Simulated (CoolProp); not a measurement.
Vapour-liquid equilibrium of n-pentane (1) + acetone (2) at 49.25 °C; x and y are mole fractions of (1).

Model: multi-fluid Helmholtz-energy mixture model, Thol 2019 and Lemmon 2006; pair parameters Bell 2016, in CoolProp.

```tsv
x	bubble pressure, mixture model (bar)	bubble pressure, Raoult's law (bar)	y, mixture model	y, Raoult's law
0.05	1.044	0.8357	0.263	0.093
0.15	1.367	0.9115	0.475	0.256
0.25	1.544	0.9874	0.563	0.394
0.35	1.641	1.063	0.611	0.512
0.45	1.697	1.139	0.642	0.615
0.55	1.731	1.215	0.669	0.705
0.65	1.751	1.291	0.698	0.784
0.75	1.755	1.367	0.736	0.854
0.85	1.731	1.443	0.797	0.917
0.95	1.644	1.518	0.906	0.974
```

The largest gap from Raoult's law is +56.4 % in bubble pressure, at x = 0.25. y crosses x between x = 0.65 and 0.75: the model has an azeotrope there.

Pair parameters are fitted to limited data, so mixtures are less certain than the pure fluids. With so large a gap from Raoult's law the liquid may split in two, which this calculation doesn't test in full.
